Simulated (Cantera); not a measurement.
Feed: 1 mol CuO, a varied amount of CO, 0.22 mol H2, at 3.10 mbar.

These are equilibrium values from Cantera (NASA tables, ideal gas, pure condensed phases), not measurements of a reactor. Candidate condensed phases: C, C6H6, C7H8, C8H18, Cu, CuO, Cu(OH)2, Cu2O, H2O; 113 gas species. Rates play no part.

Stable condensed phases, one row left out:

```
T in °C \ n(CO) in mol
         0.89  1.4  2.1  3.3  5.1  7.9   12
   2002     A    A    A    A    A    A    A
   1952     A    A    A    A    A    A    A
   1902     A    A    A    A    A    A    A
   1852     A    A    A    A    A    A    A
   1802     A    A    A    A    A    A    A
   1752     A    A    A    A    A    A    A
   1702     A    A    A    A    A    A    A
   1652     A    A    A    A    A    A    A
   1602     B    A    A    A    A    A    A
   1552     B    B    B    A    A    A    A
   1452     B    B    B    B    B    B    B
```

A: gas only; B: Cu.

Question: Give the row for 1502 °C.

Answer: 0.89: Cu; 1.4: Cu; 2.1: Cu; 3.3: Cu; 5.1: Cu; 7.9: gas only; 12: gas only.
